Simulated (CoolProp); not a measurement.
Vapour-liquid equilibrium of isobutane (1) + n-butane (2) at 341.6 K; x and y are mole fractions of (1).

Computed with CoolProp (multi-fluid Helmholtz-energy mixture model, Bücker 2006 and Bücker 2006; pair parameters Kunz 2012).

```tsv
x	bubble pressure (kPa)	y at the bubble point	dew pressure at overall composition x (kPa)	liquid density (mol/L)
0.05	793.6	0.062	791.0	8.880
0.15	819.7	0.182	812.5	8.834
0.25	845.9	0.296	835.1	8.788
0.35	872.2	0.404	858.8	8.741
0.45	898.8	0.507	883.8	8.693
0.55	925.6	0.606	910.2	8.644
0.65	952.8	0.700	938.2	8.595
0.75	980.4	0.790	967.9	8.546
0.85	1008	0.877	999.5	8.497
0.95	1037	0.960	1033	8.447
```

No azeotrope shows between x = 0.05 and 0.95.

Pair parameters are fitted to limited data, so mixtures are less certain than the pure fluids.
